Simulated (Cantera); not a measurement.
What does this Cantera script print?

```python
import numpy as np
import cantera as ct

gas = ct.Solution("gri30.yaml")
gas.TPX = 1573, 870000, {'CH4': 1, 'CO': 0.072, 'O2': 1.36, 'N2': 5.1}
reactor = ct.IdealGasReactor(gas, energy="on", clone=False)
net = ct.ReactorNet([reactor])
net.rtol, net.atol = 1e-08, 1e-16
show = ['CH4', 'CO', 'O2', 'HO2', 'OH', 'C2H2']
times = np.geomspace(2e-06, 1, 16)

steps = ct.SolutionArray(gas, extra=["t"])
rows = []
print(f"{'t/s':>10s}{'T/K':>9s}{'P/Pa':>11s}" + "".join(f"{s:>11s}" for s in show))
for t in times:
    while net.time < t:
        t_next = net.step()
        steps.append(gas.state, t=t_next)
    rows.append([np.interp(t, steps.t, y) for y in (steps.T, steps.P, *steps(*show).X.T)])
    print(f"{t:10.3e}{rows[-1][0]:9.1f}{rows[-1][1]:11.4g}" + "".join(f"{x:11.3e}" for x in rows[-1][2:]))
rate = np.gradient(steps.T, steps.t)
print("integrator steps:", len(steps.t))
if steps.T.max() > steps.T[0] + 200:
    print(f"time of steepest temperature rise: {steps.t[rate.argmax()]:.4e} s")
gas.TPX = 1573, 870000, {'CH4': 1, 'CO': 0.072, 'O2': 1.36, 'N2': 5.1}
gas.equilibrate("UV")
print(f"equilibrium (UV): T = {gas.T:.1f} K  " + "  ".join(f"{s} {gas[s].X[0]:.3e}" for s in show))
```

Output:

```
       t/s      T/K       P/Pa        CH4         CO         O2        HO2         OH       C2H2
 2.000e-06   1573.0    8.7e+05  1.328e-01  9.559e-03  1.806e-01  3.341e-06  5.348e-08  6.569e-14
 4.797e-06   1572.9    8.7e+05  1.327e-01  9.558e-03  1.805e-01  6.173e-06  1.258e-07  3.710e-12
 1.151e-05   1573.0    8.7e+05  1.326e-01  9.555e-03  1.805e-01  8.649e-06  3.152e-07  2.573e-10
 2.759e-05   1574.9  8.711e+05  1.320e-01  9.570e-03  1.802e-01  1.382e-05  7.287e-07  1.596e-08
 6.618e-05   1590.4  8.799e+05  1.286e-01  1.002e-02  1.781e-01  4.070e-05  2.311e-06  7.329e-07
 1.587e-04   3121.3  1.905e+06  3.196e-11  9.916e-02  1.235e-03  2.924e-06  1.142e-02  1.963e-13
 3.807e-04   3117.5  1.903e+06  3.282e-11  9.929e-02  1.191e-03  2.826e-06  1.123e-02  2.004e-13
 9.132e-04   3117.5  1.903e+06  3.282e-11  9.929e-02  1.191e-03  2.826e-06  1.123e-02  2.004e-13
 2.190e-03   3117.5  1.903e+06  3.282e-11  9.929e-02  1.191e-03  2.826e-06  1.123e-02  2.004e-13
 5.253e-03   3117.5  1.903e+06  3.282e-11  9.929e-02  1.191e-03  2.826e-06  1.123e-02  2.004e-13
 1.260e-02   3117.5  1.903e+06  3.282e-11  9.929e-02  1.191e-03  2.826e-06  1.123e-02  2.004e-13
 3.022e-02   3117.5  1.903e+06  3.282e-11  9.929e-02  1.191e-03  2.826e-06  1.123e-02  2.004e-13
 7.248e-02   3117.5  1.903e+06  3.282e-11  9.929e-02  1.191e-03  2.826e-06  1.123e-02  2.004e-13
 1.738e-01   3117.5  1.903e+06  3.282e-11  9.929e-02  1.191e-03  2.826e-06  1.123e-02  2.004e-13
 4.169e-01   3117.5  1.903e+06  3.282e-11  9.929e-02  1.191e-03  2.826e-06  1.123e-02  2.004e-13
 1.000e+00   3117.5  1.903e+06  3.282e-11  9.929e-02  1.191e-03  2.826e-06  1.123e-02  2.004e-13
integrator steps: 1931
time of steepest temperature rise: 1.2006e-04 s
equilibrium (UV): T = 3117.5 K  CH4 3.790e-11  CO 9.929e-02  O2 1.191e-03  HO2 2.826e-06  OH 1.123e-02  C2H2 2.138e-13
```

Detailed kinetics in Cantera: GRI-Mech 3.0 (53 species, 325 reactions). Above 3000 K some thermodynamic fits are extrapolated.
